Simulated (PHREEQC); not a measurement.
Consider water at 25 °C with 0.29 mol/kgw CdCl2, 0.00079 mol/kgw CuCl2 and 0.00012 mol/kgw H2SO4. Closed to the air; pH follows from the charge balance.

All values are PHREEQC results (ion-association model, phreeqc.dat), not measurements.

This is a speciation only: nothing precipitates in the calculation.

Task: Order these Cl species by the share of Cl that they hold, largest first: CdCl3-, CdCl2, CdCl+, Cl-.

Result: Cl- (38 %), CdCl+ (30 %), CdCl2 (27 %), CdCl3- (5.6 %)

Task: Order these S species by the share of S that they hold, largest first: CdSO4, CuSO4, SO4-2, HSO4-.

Result: SO4-2 (61 %), CdSO4 (38 %), CuSO4 (0.62 %), HSO4- (0.40 %)

The pH is 3.72 and the ionic strength 0.263 mol/kgw.
